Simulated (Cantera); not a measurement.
A Cantera script and what it prints.

```python
import numpy as np
import cantera as ct

gas_names = """
    NO2 NO O2 CO
""".split()
cond_names = """
    Ti3O5(a) Ti3O5(b) Ti3O5(L) Ti4O7(s) Ti4O7(L) TiO2(ru) TiO2(L) TiC(s) TiC(L)
""".split()


# ... load() reads the species with a 1 bar reference pressure and builds the phases ...
species = {s.name: s for s in load("nasa_gas.yaml", gas_names) + load("nasa_condensed.yaml", cond_names)}
# Each term lists the table entries of one substance; the one whose range holds T is used.
reactions = {
    'NO2(g) + 4 Ti3O5 = NO(g) + 3 Ti4O7':
        [(-1, ['NO2']), (-4, ['Ti3O5(a)', 'Ti3O5(b)', 'Ti3O5(L)']), (1, ['NO']), (3, ['Ti4O7(s)', 'Ti4O7(L)'])],
    'O2(g) + 2 Ti3O5 = 6 TiO2':
        [(-1, ['O2']), (-2, ['Ti3O5(a)', 'Ti3O5(b)', 'Ti3O5(L)']), (6, ['TiO2(ru)', 'TiO2(L)'])],
    'CO(g) + 3 Ti4O7 = TiC + 11 TiO2':
        [(-1, ['CO']), (-3, ['Ti4O7(s)', 'Ti4O7(L)']), (1, ['TiC(s)', 'TiC(L)']), (11, ['TiO2(ru)', 'TiO2(L)'])],
}


def pick(names, T):
    return next(species[n] for n in names if species[n].thermo.min_temp <= T <= species[n].thermo.max_temp)


results = []
for label, terms in reactions.items():
    print(label)
    print("     T/K   dH/kJ  dS/(J/K)   dG/kJ   log10 K")
    for T in [300, 1998, 2148, 2298, 2448, 2598]:
        used = [(nu, pick(names, T)) for nu, names in terms]
        dH = sum(nu * s.thermo.h(T) for nu, s in used) / 1e6
        dS = sum(nu * s.thermo.s(T) for nu, s in used) / 1e3
        dG = dH - T * dS / 1e3
        logK = -dG * 1e6 / (ct.gas_constant * T * np.log(10))
        results.append((label, T, dH, dS, dG, logK, [s.name for _, s in used]))
        print(f"{T:8g} {dH:8.1f} {dS:8.1f} {dG:8.1f} {logK:8.2f}")
```

Output:

```
NO2(g) + 4 Ti3O5 = NO(g) + 3 Ti4O7
     T/K   dH/kJ  dS/(J/K)   dG/kJ   log10 K
     300   -319.9     49.4   -334.7    58.28
    1998    296.0    287.4   -278.2     7.27
    2148   -387.0    -45.8   -288.7     7.02
    2298   -385.2    -45.0   -281.9     6.41
    2448   -383.5    -44.3   -275.2     5.87
    2598   -381.9    -43.6   -268.6     5.40
O2(g) + 2 Ti3O5 = 6 TiO2
     T/K   dH/kJ  dS/(J/K)   dG/kJ   log10 K
     300   -750.2   -162.1   -701.6   122.15
    1998   -818.2   -249.0   -320.7     8.38
    2148   -771.4   -233.5   -269.9     6.56
    2298   -767.1   -231.6   -235.0     5.34
    2448   -762.9   -229.8   -200.4     4.28
    2598   -758.7   -228.1   -166.0     3.34
CO(g) + 3 Ti4O7 = TiC + 11 TiO2
     T/K   dH/kJ  dS/(J/K)   dG/kJ   log10 K
     300   -252.2   -216.5   -187.3    32.61
    1998  -1011.5   -635.5    258.3    -6.75
    2148   -302.6   -303.1    348.5    -8.48
    2298   -298.9   -301.5    393.9    -8.95
    2448   -294.9   -299.8    439.0    -9.37
    2598   -290.8   -298.2    483.8    -9.73
```

Standard-state values (1 bar) from the NASA 1993 polynomials, evaluated with Cantera. TiC: taken at fixed stoichiometry. Condensed species are held in their standard states even where they would react or evaporate.
